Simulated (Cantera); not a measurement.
Cantera run, input and output.

```python
import numpy as np
import cantera as ct

surf = ct.Interface("diamond.yaml", "diamond_100")
gas, bulk = surf.adjacent["gas"], surf.adjacent["diamond"]
k = surf.kinetics_species_index(bulk.species_names[0])
cover = ["c6HH", "c6H*", "c6*H", "c6**", "c6HM", "c6B"]

rows, drift = [], 0.0
print(f"{'xCH3':>10s}{'um/h':>11s}" + "".join(f"{s:>11s}" for s in cover))
for v in [1e-06, 2.5e-06, 6.2e-06, 1.5e-05, 3.9e-05, 9.6e-05, 0.00024, 0.0006, 0.0015]:
    T, P, xH, xCH3 = 1250, 18000, 0.0015, v
    gas.TPX = T, P, {"H": xH, "CH3": xCH3, "CH4": 0.0081, "H2": 1 - xH - xCH3 - 0.0081}
    surf.TP = bulk.TP = T, P
    surf.coverages = "c6H*:0.1, c6HH:0.9"
    surf.advance_coverages(100.0)
    before = surf.coverages
    surf.advance_coverages(100.0)
    drift = max(drift, np.max(np.abs(surf.coverages - before) / (surf.coverages + 1e-9)))
    rate = surf.net_production_rates[k] * bulk.mean_molecular_weight / bulk.density * 3.6e9
    rows.append([rate, *surf[cover].coverages])
    print(f"{v:10.4g}{rate:11.4e}" + "".join(f"{x:11.3e}" for x in rows[-1][1:]))
```

Result:

```
      xCH3       um/h       c6HH       c6H*       c6*H       c6**       c6HM        c6B
     1e-06 4.1206e-02  4.305e-01  4.273e-02  4.973e-01  2.949e-02  1.886e-05  1.118e-10
   2.5e-06 1.0300e-01  4.304e-01  4.273e-02  4.973e-01  2.948e-02  4.714e-05  2.795e-10
   6.2e-06 2.5532e-01  4.304e-01  4.272e-02  4.972e-01  2.946e-02  1.169e-04  6.928e-10
   1.5e-05 6.1710e-01  4.303e-01  4.271e-02  4.970e-01  2.942e-02  2.825e-04  1.675e-09
   3.9e-05 1.6001e+00  4.299e-01  4.266e-02  4.965e-01  2.930e-02  7.331e-04  4.342e-09
   9.6e-05 3.9133e+00  4.292e-01  4.257e-02  4.954e-01  2.903e-02  1.796e-03  1.062e-08
   0.00024 9.6276e+00  4.272e-01  4.233e-02  4.927e-01  2.836e-02  4.438e-03  2.613e-08
    0.0006 2.3160e+01  4.226e-01  4.177e-02  4.862e-01  2.680e-02  1.078e-02  6.285e-08
    0.0015 5.3051e+01  4.120e-01  4.050e-02  4.714e-01  2.351e-02  2.530e-02  1.440e-07
```

Model: the Harris–Goodwin 1993 mechanism for the reconstructed diamond (100) surface, integrated in Cantera.
